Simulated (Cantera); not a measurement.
Cantera run, input and output.

```python
import numpy as np
import cantera as ct

gas = ct.Solution("gri30.yaml")


def delay(T, t_max=10):
    gas.TPX = T, 310000, {'CH3OH': 1, 'O2': 2.14, 'N2': 8.06, 'H2O': 1}
    reactor = ct.IdealGasConstPressureReactor(gas, clone=False)
    net = ct.ReactorNet([reactor])
    net.rtol, net.atol = 1e-8, 1e-16
    while net.time < t_max:
        t_old, T_old = net.time, reactor.T
        net.step()
        if reactor.T > T + 400:  # ignition: a rise of 400 K
            return t_old + (T + 400 - T_old) / (reactor.T - T_old) * (net.time - t_old)
    return np.nan


taus = []
for T in [1025, 1125, 1225, 1325, 1425, 1525, 1625, 1725]:
    taus.append(delay(T))
    print(f"T0 = {T:6g} K   tau = {taus[-1]:.4e} s")
```

Result:

```
T0 =   1025 K   tau = 1.0564e-01 s
T0 =   1125 K   tau = 1.2791e-02 s
T0 =   1225 K   tau = 2.2146e-03 s
T0 =   1325 K   tau = 5.1878e-04 s
T0 =   1425 K   tau = 1.5733e-04 s
T0 =   1525 K   tau = 5.8940e-05 s
T0 =   1625 K   tau = 2.6012e-05 s
T0 =   1725 K   tau = 1.3280e-05 s
```

Model: GRI-Mech 3.0 (53 species, 325 reactions), integrated in Cantera. GRI-Mech 3.0 was tuned for natural gas; its chemistry of methanol as a main component is partial and can be far from experiment.
